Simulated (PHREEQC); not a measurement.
A solution holds 0.014 mol NaBr and 2.7e-05 mol H2SeO3 per kg of water, at 25 °C. Closed to the air; pH follows from the charge balance.

Model: ion-association model, wateq4f.dat, run in PHREEQC.

| quantity | before | after |
|---|---|---|
| pH | 4.62 | 4.58 |
| ionic strength (mol/kgw) | 0.0140 | 2.66e-5 |
| H2SeO3 (mol/kgw) | 3.19e-7 | 3.93e-7 |
| SeO3-2 (mol/kgw) | 5.01e-9 | 3.24e-9 |

Question: Which change was made?
A. 0.00067 mol/kgw (NH4)2SO4 added
B. temperature from 25 to 10 °C
C. NaBr left out
D. H2SeO3 from 2.7e-05 to 1.35e-05 mol/kgw
E. temperature from 25 to 60 °C

Answer: C, NaBr left out

This is a speciation only: nothing precipitates in the calculation.
